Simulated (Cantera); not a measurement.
**Silicon etching in halogen gases: Si + NF3 + N2 + F2**

Charge: 1 mol Si, 6.2 mol NF3, 0.11 mol N2, 7.9 mol F2, held at 1327 °C and 0.0130 bar.

These are equilibrium values from Cantera (NASA tables, ideal gas, pure condensed phases), not measurements of a reactor. Candidate condensed phases: Si, Si3N4; 16 gas species. The numbers say what is thermodynamically allowed, not how fast it happens.

```json
{
 "x(F)": "0.878",
 "x(N2)": "0.0928",
 "x(SiF4)": "0.0289",
 "x(F2)": "0.000583",
 "gas_amount": "34.59 mol",
 "log10 activity of Si(s) (absent)": "-38.40"
}
```
